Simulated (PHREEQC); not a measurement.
A column of 1 m (40 cells, dispersivity 0.05 m, 300 s a shift, diffusion coefficient 3e-10 m²/s) holds 0.014 eq of the database's cation exchanger X per kg of pore water, first in equilibrium with 0.0004 mol (NH4)2SO4, 0.0097 mol MgCl2 and 1e-05 mol HCl per kg of water. It is flushed with 0.0068 mol NH4Cl, 0.00073 mol LiCl and 1e-05 mol HCl per kg of water, at 25 °C. Values are for the last cell. CO2 from the air is kept out. Precipitation was switched off in this run.

The series has 31 steps of pore volumes, from 0 to 6.013.

Model: ion-association model, phreeqc.dat, run in PHREEQC.

Question: After how many pore volumes does Li at the outlet first reach half of its feed value?

Answer: By 1.2 pore volumes.
